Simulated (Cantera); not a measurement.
A freely propagating, adiabatic, planar premixed flame of CH₄ : O₂ : N₂ = 1 : 2.41 : 10.6 (molar parts), unburnt at 550 K and 4.24 atm; mixture-averaged transport, grid criteria slope 0.08 and curve 0.16, no radiation.

Model: GRI-Mech 3.0 (53 species, 325 reactions), integrated in Cantera. Burning velocities carry a grid error of a few per cent, more on coarse grids.

Problem. Predict: laminar burning velocity; thermal thickness; peak x(HO₂); peak x(C₂H).

Solution. 
```
Item                          Value
------------------------  ---------
laminar burning velocity  36.4 cm/s
thermal thickness          0.174 mm
peak x(HO₂)                0.000168
peak x(C₂H)                 5.08e-8
```
